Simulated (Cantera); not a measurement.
A closed system holds: 1 mol TiC, 0.018 mol H₂, equilibrated at 1 atm.

These are equilibrium values from Cantera (NASA tables, ideal gas, pure condensed phases), not measurements of a reactor. Candidate condensed phases: C, C₆H₆, C₇H₈, C₈H₁₈, Ti, TiC; 89 gas species. Ions and electrons are included (thermal ionisation). TiC: taken at fixed stoichiometry. Equilibrium is a limit: real reactors are often held back by kinetics, nucleation or transport.

### Question
At 4000 K, list the 5 most abundant gas species with their mole fractions, and the condensed phases.

### Answer
H 0.523, Ti 0.252, H₂ 0.109, C₃ 0.0447, C 0.0232. Condensed: TiC(l).
